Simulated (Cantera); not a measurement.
Input: 1 mol SiCl₄, 2 mol Cl₂, 0.65 mol H₂, held at 525 °C and 9.50 bar.

Method: chemical equilibrium by Gibbs-energy minimisation in Cantera with the NASA 1993 tables (ideal gas, pure condensed phases). Candidate condensed phases: Si; 19 gas species. Rates play no part.

Base state: Cl₂ 0.370, HCl 0.356, SiCl₄ 0.274 (mole fractions); condensed: gas only.

Task: What changes in the equilibrium state with this change: temperature from 525 °C to 1052 °C?

Result: 
```json
[
 {"species": "Cl₂", "before": "0.370", "after": "0.368"},
 {"species": "HCl", "before": "0.356", "after": "0.356"},
 {"species": "SiCl₄", "before": "0.274", "after": "0.274"},
 {"species": "Cl", "before": "1.76e-6", "after": "0.00304"}
]
```
